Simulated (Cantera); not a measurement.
A closed system holds: 1 mol C2H4, 0.68 mol H2, at 2025 °C and 3.80 bar.

Equilibrium computed with Cantera from the NASA thermochemical tables; the gas is ideal and each condensed phase is pure. Candidate condensed phases: C, C6H6, C7H8, C8H18; 76 gas species. The numbers say what is thermodynamically allowed, not how fast it happens.

Base state: H2 0.990, H 0.00489, C2H2 (acetylene) 0.00424, CH4 0.000800, CH3 7.43e-5, C2H4 2.53e-5 (mole fractions); condensed: C(graphite).

### Question
What changes in the equilibrium state with this change: temperature from 2025 °C to 552 °C?

### Answer
```
species             before    after
----------------  --------  -------
CH4               0.000800    0.587
H2                   0.990    0.413
C2H6               1.63e-8  2.31e-5
H                  0.00489    <1e-9
C2H2 (acetylene)   0.00424    <1e-9
CH3                7.43e-5    <1e-9
C2H4               2.53e-5  1.41e-7
C(graphite), mol      1.97     1.01
```
